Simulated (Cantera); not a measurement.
Carbon deposition, reforming and gasification: CO + H2O + N2 + O2

A closed system holds: 1 mol CO, 5.9 mol H2O, 3.8 mol N2, 0.58 mol O2, equilibrated at 0.133 bar.

Cantera equilibrium calculation (NASA polynomials, part measured and part estimated; ideal gas, pure solids and liquids). Candidate condensed phases: C, C6H6, C7H8, C8H18, H2O; 169 gas species. Ions and electrons are included (thermal ionisation). Kinetics and transport are ignored.

| T (K) | x H | x O | x N2 | x H2O | x H2 | x OH | x CO | x O2 | x N | x NO | x CO2 |
|---|---|---|---|---|---|---|---|---|---|---|---|
| 3000 | 0.139 | 0.0726 | 0.260 | 0.197 | 0.104 | 0.0881 | 0.0559 | 0.0548 | 1.94e-5 | 0.0140 | 0.0144 |
| 3250 | 0.269 | 0.145 | 0.215 | 0.0743 | 0.0940 | 0.0845 | 0.0532 | 0.0446 | 7.83e-5 | 0.0152 | 0.00534 |
| 3500 | 0.386 | 0.215 | 0.183 | 0.0174 | 0.0568 | 0.0543 | 0.0481 | 0.0253 | 0.000259 | 0.0134 | 0.00178 |
| 3750 | 0.450 | 0.258 | 0.167 | 0.00307 | 0.0269 | 0.0269 | 0.0449 | 0.0112 | 0.000752 | 0.0105 | 0.000596 |
| 4000 | 0.478 | 0.278 | 0.161 | 0.000532 | 0.0120 | 0.0124 | 0.0435 | 0.00465 | 0.00195 | 0.00794 | 0.000217 |
| 4250 | 0.489 | 0.287 | 0.158 | 0.000103 | 0.00552 | 0.00585 | 0.0428 | 0.00199 | 0.00456 | 0.00602 | 8.69e-5 |
| 4500 | 0.492 | 0.290 | 0.154 | 2.28e-5 | 0.00270 | 0.00291 | 0.0424 | 0.000907 | 0.00968 | 0.00462 | 3.83e-5 |
| 4750 | 0.492 | 0.291 | 0.149 | 5.81e-6 | 0.00141 | 0.00154 | 0.0420 | 0.000442 | 0.0189 | 0.00359 | 1.83e-5 |
| 5000 | 0.489 | 0.290 | 0.140 | 1.67e-6 | 0.000772 | 0.000853 | 0.0415 | 0.000229 | 0.0340 | 0.00280 | 9.29e-6 |
x: gas mole fraction; nothing condenses.

From 3000 K to 5000 K nothing is condensed. The main C-bearing gas is CO throughout.
